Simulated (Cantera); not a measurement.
A diamond (100) surface in a fixed gas of H2 with x(CH4) = 0.0051, x(CH3) = 0.0008, at 1375 K, 52.5 Torr; coverages are run to steady state.

Cantera simulation using the Harris–Goodwin 1993 mechanism for the reconstructed diamond (100) surface; the numbers are that mechanism's predictions, not measurements.

θ: site fractions in the mechanism's names (c6HH fully hydrogenated, c6H* and c6*H radical sites, c6** diradical, c6HM methylated).

```tsv
x(H)	growth (µm/h)	θ c6HH	θ c6H*	θ c6*H	θ c6**	θ c6HM
0.0001	0.102	0.699	0.0282	0.268	0.00326	0.000207
0.00025	0.647	0.554	0.0412	0.391	0.0100	0.000313
0.00064	2.59	0.444	0.0503	0.477	0.0226	0.000423
0.0016	6.22	0.384	0.0546	0.518	0.0374	0.000530
0.004	(withheld)	0.356	0.0563	0.534	(withheld)	0.000614
0.01	(withheld)	0.343	0.0570	0.540	0.0568	0.000649
0.026	22.9	0.338	0.0575	0.542	0.0605	0.000622
0.065	35.2	0.336	0.0581	0.543	0.0622	0.000529
0.16	52.8	0.335	0.0595	0.541	0.0633	0.000381
```

Task: Some entries are withheld; supply them.

Result: 
- 0.004, growth (µm/h): 10.6
- 0.004, θ c6**: 0.0495
- 0.01, growth (µm/h): 15.4
